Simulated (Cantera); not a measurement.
A closed system holds: 1 mol B, 4.8 mol O2, 5 mol N2, held at 1748 K and 100000 Pa.

Method: chemical equilibrium by Gibbs-energy minimisation in Cantera with the NASA 1993 tables (ideal gas, pure condensed phases). Candidate condensed phases: B, BN, B2O3; 17 gas species. The numbers say what is thermodynamically allowed, not how fast it happens.

Base state: N2 0.549, O2 0.444, NO 0.00421, B2O3 0.00163, BO2 0.000362, O 4.89e-5, NO2 1.73e-5 (mole fractions); condensed: B2O3(l).

Question: What changes in the equilibrium state with this change: temperature from 1748 K to 1250 K?

Answer: 
| species | before | after |
|---|---|---|
| N2 | 0.549 | 0.552 |
| O2 | 0.444 | 0.447 |
| NO | 0.00421 | 0.000345 |
| BO2 | 0.000362 | 4.58e-8 |
| B2O3 | 0.00163 | 4.41e-8 |
| O | 4.89e-5 | 4.63e-8 |
| NO2 | 1.73e-5 | 6.78e-6 |
| B2O3(l), mol | 0.484 | 0.500 |

Question: What changes in the equilibrium state with this change: B replaced by borazine?

Answer: 
```csv
species,before,after
N2,0.549,0.591
H2O,0,0.234
O2,0.444,0.0943
HBO2,0,0.0758
OH,0,0.000625
(HBO2)3,0,0.000303
H2,0,2.50e-5
NO2,1.73e-5,3.80e-6
O,4.89e-5,2.25e-5
"B2O3(l), mol",0.484,1.06
```
The feed counts by its element totals alone. Further candidate phases: B3O3H3, H2O.
